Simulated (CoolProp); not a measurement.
n-nonane at several states: fugacity coefficient from the reference equation and from simpler models built on Tc = 594.5 K, pc = 22.82 bar, ω = 0.443; each cubic takes its own stable root.

The numbers come from the reference Helmholtz-energy equation of state, Lemmon 2006 in CoolProp. It is a short technical equation, of lower accuracy than the large ones.

```
T (K)  p (bar)   phase  reference
-----  -------  ------  ---------
452.8     2.15  liquid     0.8731
589.5    0.193     gas     0.9970
513.5     1.59     gas     0.9581
```

### Question
How far does each simpler model (van der Waals, Soave-Redlich-Kwong, Peng-Robinson) lie from the reference over these 3 states: mean and median of the absolute difference, and the worst?

### Answer
- van der Waals: mean 3.3 %, median 1.3 %, worst +8.5 % at 452.8 K and 2.15 bar
- Soave-Redlich-Kwong: mean 0.8 %, median 0.3 %, worst +2.1 % at 452.8 K and 2.15 bar
- Peng-Robinson: mean 0.3 %, median 0.1 %, worst +1.0 % at 452.8 K and 2.15 bar

At some of these states van der Waals gives the other phase, because its saturation line lies elsewhere.
